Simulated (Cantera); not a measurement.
Cantera with NASA thermochemical tables; ideal gases at 1 bar, condensed phases pure. Values are per mole of reaction as written; species without (g) are pure solids or liquids, kept so even where they would boil at 1 bar.

**Question.** Between 475 and 1225 K, where is each reaction favourable under standard conditions?
- Cu + 2 CF4(g) = CuF2 + 2 CF3(g)

**Answer.** 
- Cu + 2 CF4(g) = CuF2 + 2 CF3(g): ΔG° is 361 kJ at 475 K and 304 kJ at 1225 K; it stays positive (K < 1). ΔH° is 459 kJ and ΔS° 126 J/K at 1225 K.
